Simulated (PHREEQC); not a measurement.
Solution (75 °C): 5.7 mmol/kgw HF, 3.95 mmol/kgw NaF and 0.12 mmol/kgw H4SiO4. Closed to the air; pH follows from the charge balance.

All values are PHREEQC results (ion-association model, phreeqc.dat), not measurements.

The ionic strength comes out as 0.00437 mol/kgw. What activity coefficients do SiF6-2, Na+, HF2-, F-, H+ get?

SiF6-2 0.73, Na+ 0.92, HF2- 0.92, F- 0.92, H+ 0.93.

No solid was allowed to form. Constants without temperature data keep their 25 °C values here. SiF6-2 is the database's only silicon fluoride.
